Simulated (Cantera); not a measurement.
A perfectly stirred reactor is fed with H₂ : O₂ = 0.09 : 1 (molar parts), equivalence ratio 0.045, at 0.0132 atm; it is held at 1325 K, and followed from long to short residence time.

Computed with Cantera and the H2/O2 subset of GRI-Mech 3.0, which has no nitrogen chemistry. Radical loss at walls, strong at low pressure, is not modelled. The temperature is held fixed by assumption; the heat of reaction is taken as removed at once.

One state of this run: x H₂ = 0.00457; x O₂ = 0.862; x H = 0.0143; x H₂O = 0.0671; x OH = 0.00827. x: mole fraction; the columns are a selection and need not sum to one.

Which value of τ (s) does it belong to?
A. 0.00039
B. 0.0042
C. 0.046
D. 1.7

B, 0.0042
